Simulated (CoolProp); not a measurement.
Vapour pressure (bar) of CH3F (R41): the reference equation beside estimates from Tc = 44.1 °C, pc = 59.06 bar, ω = 0.200. Clausius-Clapeyron is anchored at -99.35 °C with a constant enthalpy of vaporisation of 17.53 kJ/mol.

The numbers come from the reference Helmholtz-energy equation of state, Lemmon 2006 in CoolProp. It is a short technical equation, of lower accuracy than the large ones.

| T (°C) | reference | Lee-Kesler | Clausius-Clapeyron | van der Waals |
|---|---|---|---|---|
| -106.05 | 0.1651 | 0.1466 | 0.1672 | 2.314 |
| -99.35 | 0.2720 | 0.2469 | 0.2720 | 2.971 |
| -92.65 | 0.4297 | 0.3978 | 0.4267 | 3.747 |
| -85.95 | 0.6542 | 0.6165 | 0.6483 | 4.654 |
| -79.25 | 0.9643 | 0.9229 | 0.9568 | 5.700 |
| -72.55 | 1.381 | 1.339 | 1.376 | 6.896 |
| -65.85 | 1.927 | 1.891 | 1.933 | 8.250 |
| -59.15 | 2.629 | 2.605 | 2.657 | 9.770 |
| -52.45 | 3.514 | 3.508 | 3.584 | 11.46 |

Absolute difference from the reference over all 9 rows, mean and median: Lee-Kesler 4.9 and 4.3 %, Clausius-Clapeyron 0.8 and 0.8 %, van der Waals 599.3 and 491.1 %.
